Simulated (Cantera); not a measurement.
A closed system holds: 1 mol Si, 0.22 mol H2O, 1.1 mol H2, 0.091 mol N2O, held at 0.133 bar.

These are equilibrium values from Cantera (NASA tables, ideal gas, pure condensed phases), not measurements of a reactor. Candidate condensed phases: H2O, Si, SiO2, Si2N2O, Si3N4; 35 gas species. Each liquid is taken as pure. Mutual solubility and eutectic melting of coexisting phases are not modelled. The tables' values for SiN are old estimates; treat these amounts as uncertain. The tables hold silica as quartz up to 1696 K and as liquid above; real silica turns to tridymite and cristobalite and melts near 1996 K. Gases not in the tables: Si2H6 and higher silanes. Kinetics and transport are ignored.

x: gas mole fraction; n: condensed amount in mol.

| T (K) | x H2 | x SiO | x N2 | x H | x Si | x SiH | x SiH2 | n Si(s) | n SiO2(β-quartz) | n Si2N2O(s) | n Si(l) | n SiO2(condensed) |
|---|---|---|---|---|---|---|---|---|---|---|---|---|
| 923 | 1.00 | 1.19e-10 | <1e-12 | 6.70e-10 | <1e-12 | <1e-12 | 8.30e-12 | 0.708 | 0.110 | 0.0910 | 0 | 0 |
| 1123 | 1.000 | 3.75e-7 | 1.28e-12 | 1.17e-7 | <1e-12 | 4.48e-12 | 2.26e-9 | 0.708 | 0.110 | 0.0910 | 0 | 0 |
| 1323 | 1.000 | ___ | ___ | ___ | ___ | ___ | ___ | 0.708 | 0.110 | 0.0910 | 0 | 0 |
| 1523 | 0.994 | 0.00587 | 1.06e-6 | 6.31e-5 | 1.35e-7 | 1.44e-7 | 1.99e-6 | 0.704 | 0.106 | 0.0910 | 0 | 0 |
| 1723 | ___ | ___ | ___ | ___ | ___ | ___ | ___ | 0 | 0 | 0.0909 | 0.613 | ___ |
| 1923 | 0.789 | 0.170 | 0.0381 | 0.00229 | 0.000127 | 3.38e-5 | 5.31e-5 | 0 | 0 | 0.0273 | 0.661 | 0 |
| 2123 | 0.758 | 0.180 | 0.0525 | 0.00855 | 0.00128 | 0.000209 | 0.000155 | 0 | 0 | 0 | 0.686 | 0 |

Some entries are withheld; supply them.


- 1723, x H2: 0.873
- 1723, x SiO: 0.126
- 1723, x N2: 9.71e-5
- 1723, x H: 0.000467
- 1723, x Si: 7.38e-6
- 1723, x SiH: 3.62e-6
- 1723, x SiH2: 1.48e-5
- 1723, n SiO2(condensed): 0.0147
- 1323, x SiO: 9.92e-5
- 1323, x N2: 3.32e-9
- 1323, x H: 4.34e-6
- 1323, x Si: 6.65e-10
- 1323, x SiH: 1.78e-9
- 1323, x SiH2: 1.13e-7
